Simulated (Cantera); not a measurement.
Standard-state values (1 bar) from the NASA 1993 polynomials, evaluated with Cantera. Values are per mole of reaction as written; species without (g) are pure solids or liquids, kept so even where they would boil at 1 bar. VN: taken at fixed stoichiometry.

Between 300 and 2298 K, where is each reaction favourable under standard conditions?
- 2 N2(g) + 2 V2O3 = 3 O2(g) + 4 VN


- 2 N2(g) + 2 V2O3 = 3 O2(g) + 4 VN: ΔG° is 1513 kJ at 300 K and 1217 kJ at 2298 K; it stays positive (K < 1). ΔH° is 1507 kJ and ΔS° 126 J/K at 2298 K.
